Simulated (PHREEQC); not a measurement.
0.031 g of hydrous ferric oxide (600 m²/g; 0.2 weak and 0.005 strong sites per Fe, Dzombak-Morel constants, diffuse double layer) in 1 kg of water with 0.01 mol/kgw of an inert sodium salt and 0.0074 mmol/kgw Na2SeO3, at 25 °C; the pH is set by adding NaOH or the inert anion's acid. No oxygen is let in. CO2 from the air is kept out. No solid was allowed to form.

All values are PHREEQC results (ion-association model, wateq4f.dat), not measurements.

Q: Predict Se sorbed (%), surface charge σ (C/m²) at pH = 5.5, 7.5.

A: 
| pH | Se sorbed (%) | surface charge σ (C/m²) |
|---|---|---|
| 5.5 | 99.1 | 0.059 |
| 7.5 | 78.0 | 0.004 |

Complexes and solids missing from the database can't appear. The database's selenite sorption wasn't checked against measurements; a fall in acid may be a fault of its surface constants.
